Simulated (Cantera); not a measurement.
**Stirred combustor or abatement burner**

A perfectly stirred reactor is fed with CO : H₂ : O₂ : N₂ : H₂O = 1 : 0.38 : 0.852 : 8.52 : 0.12 (molar parts), at 260000 Pa; it is adiabatic with a 350 K inlet, and is followed from long to short residence time, starting on the burning branch (τ in s: 0.023, 0.0087, 0.0033, 0.0013, 0.00049, 0.00019, 7.3e-05, 2.8e-05, 1.1e-05, 4.1e-06).

Model: GRI-Mech 3.0 (53 species, 325 reactions), integrated in Cantera. The hydrogen kinetics of GRI-Mech 3.0 are dated; newer H2 mechanisms differ, most at raised pressure.

```csv
τ (s),T (K),x CO,x H₂,x O₂,x H,x HO₂,x CO₂
0.023,1402,0.00267,0.000251,0.0172,5.35e-5,8.01e-6,0.0954
0.0087,1380,0.00516,0.000455,0.0185,0.000123,1.21e-5,0.0927
0.0033,1334,0.0106,0.000829,0.0213,0.000243,1.86e-5,0.0870
0.0013,350,0.0920,0.0350,0.0784,<1e-12,<1e-12,<1e-12
0.00049,350,0.0920,0.0350,0.0784,<1e-12,<1e-12,<1e-12
0.00019,350,0.0920,0.0350,0.0784,<1e-12,<1e-12,<1e-12
7.3e-5,350,0.0920,0.0350,0.0784,<1e-12,<1e-12,<1e-12
2.8e-5,350,0.0920,0.0350,0.0784,<1e-12,<1e-12,<1e-12
1.1e-5,350,0.0920,0.0350,0.0784,<1e-12,<1e-12,<1e-12
4.1e-6,350,0.0920,0.0350,0.0784,<1e-12,<1e-12,<1e-12
```
x: mole fraction; the columns are a selection and need not sum to one.
